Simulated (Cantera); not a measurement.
A Cantera script and what it prints.

```python
import numpy as np
import cantera as ct

gas_names = """
    O3 NO CrO3
""".split()
cond_names = """
    Cr2N(s)
""".split()


# ... load() reads the species with a 1 bar reference pressure and builds the phases ...
species = {s.name: s for s in load("nasa_gas.yaml", gas_names) + load("nasa_condensed.yaml", cond_names)}
# Each term lists the table entries of one substance; the one whose range holds T is used.
reactions = {
    '7 O3(g) + 3 Cr2N = 3 NO(g) + 6 CrO3(g)':
        [(-7, ['O3']), (-3, ['Cr2N(s)']), (3, ['NO']), (6, ['CrO3'])],
}


def pick(names, T):
    return next(species[n] for n in names if species[n].thermo.min_temp <= T <= species[n].thermo.max_temp)


results = []
for label, terms in reactions.items():
    print(label)
    print("     T/K   dH/kJ  dS/(J/K)   dG/kJ   log10 K")
    for T in [300, 873, 973, 1073, 1173, 1273, 1373, 1473, 1573, 1673, 1773]:
        used = [(nu, pick(names, T)) for nu, names in terms]
        dH = sum(nu * s.thermo.h(T) for nu, s in used) / 1e6
        dS = sum(nu * s.thermo.s(T) for nu, s in used) / 1e3
        dG = dH - T * dS / 1e3
        logK = -dG * 1e6 / (ct.gas_constant * T * np.log(10))
        results.append((label, T, dH, dS, dG, logK, [s.name for _, s in used]))
        print(f"{T:8g} {dH:8.1f} {dS:8.1f} {dG:8.1f} {logK:8.2f}")
```

It prints:

```
7 O3(g) + 3 Cr2N = 3 NO(g) + 6 CrO3(g)
     T/K   dH/kJ  dS/(J/K)   dG/kJ   log10 K
     300  -2099.6    361.3  -2207.9   384.43
     873  -2135.2    297.5  -2394.9   143.30
     973  -2143.4    288.6  -2424.3   130.14
    1073  -2152.3    280.0  -2452.7   119.40
    1173  -2161.3    271.9  -2480.3   110.45
    1273  -2171.0    264.0  -2507.1   102.87
    1373  -2181.7    255.9  -2533.1    96.37
    1473  -2193.6    247.6  -2558.2    90.72
    1573  -2207.0    238.8  -2582.6    85.76
    1673  -2222.1    229.4  -2606.0    81.36
    1773  -2239.2    219.5  -2628.4    77.43
```

Source: NASA polynomial tables (part measured, part estimated), evaluated in Cantera. Condensed species are held in their standard states even where they would react or evaporate.
